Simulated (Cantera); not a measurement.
An adiabatic, constant-volume homogeneous reactor starts with CH4 : H2 : O2 : N2 = 1 : 1.1 : 2.63 : 9.88 (molar parts), equivalence ratio 0.97, at 1425 K and 6680 Torr. Integrator tolerance rtol = 1e-08.

Computed with Cantera and GRI-Mech 3.0 (53 species, 325 reactions). Above 3000 K some thermodynamic fits are extrapolated.

```
quantity                                                            before                                    after
---------------------------------  ---------------------------------------  ---------------------------------------
time of steepest temperature rise                                  27.8 µs                                  60.6 µs
temperature at 0.300 s                                              3086 K                                   2998 K
equilibrium temperature                                             3086 K                                   2998 K
x(CH4) at 0.300 s                    <1e-12 (gas-phase equilibrium <1e-12)    <1e-12 (gas-phase equilibrium <1e-12)
x(H2) at 0.300 s                     0.0188 (gas-phase equilibrium 0.0188)    0.0216 (gas-phase equilibrium 0.0216)
x(O2) at 0.300 s                     0.0169 (gas-phase equilibrium 0.0169)    0.0192 (gas-phase equilibrium 0.0192)
x(NO2) at 0.300 s                  9.43e-6 (gas-phase equilibrium 9.43e-6)  6.03e-6 (gas-phase equilibrium 6.03e-6)
x(H2O) at 0.300 s                      0.179 (gas-phase equilibrium 0.179)      0.173 (gas-phase equilibrium 0.173)
x(H) at 0.300 s                    0.00641 (gas-phase equilibrium 0.00641)  0.00893 (gas-phase equilibrium 0.00893)
```

Problem. Which change was made?
A) initial temperature 1425 to 1025 K
B) pressure from 6680 Torr to 2400 Torr
C) pressure from 6680 Torr to 9000 Torr
D) initial temperature 1425 to 1675 K

Solution. B, pressure from 6680 Torr to 2400 Torr
